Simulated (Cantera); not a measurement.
An adiabatic, constant-volume homogeneous reactor starts with C3H8 : O2 : N2 = 1 : 6.67 : 25.1 (molar parts), equivalence ratio 0.75, at 1575 K and 10.0 bar.

Cantera simulation using GRI-Mech 3.0 (53 species, 325 reactions); the numbers are that mechanism's predictions, not measurements. GRI-Mech 3.0 was tuned for natural gas; its chemistry of propane as a main component is partial and can be far from experiment. Above 3000 K some thermodynamic fits are extrapolated.

**Question.** Predict: time of steepest temperature rise; temperature at 0.100 s; equilibrium temperature; x(O2) at 0.100 s; x(O) at 0.100 s; x(N2O) at 0.100 s; x(H2O2) at 0.100 s.

**Answer.** time of steepest temperature rise: 8.93 µs
temperature at 0.100 s: 3019 K
equilibrium temperature: 3019 K
x(O2) at 0.100 s: 0.0451 (gas-phase equilibrium 0.0451)
x(O) at 0.100 s: 0.00573 (gas-phase equilibrium 0.00573)
x(N2O) at 0.100 s: 5.25e-6 (gas-phase equilibrium 5.25e-6)
x(H2O2) at 0.100 s: 1.71e-6 (gas-phase equilibrium 1.71e-6)
